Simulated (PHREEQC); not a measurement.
A solution holds 15 mmol/kgw CaBr2, at 65 °C. Closed to the air; pH follows from the charge balance.

Equilibrium calculation in PHREEQC: ion-association model, wateq4f.dat.

```yaml
ionic_strength: 0.0450 mol/kgw
```

```tsv
species	molality	activity	log γ
Br-	0.0300	0.0244	-0.089
Ca+2	0.0150	0.00689	-0.338
H+	4.21e-7	3.58e-7	-0.071
OH-	4.18e-7	3.36e-7	-0.094
CaOH+	3.86e-9	3.19e-9	-0.082
```

Precipitation was switched off in this run. Species that the database lacks are ignored. Away from 25 °C the constants follow the database's enthalpies or fits; those with neither stay at their 25 °C values.
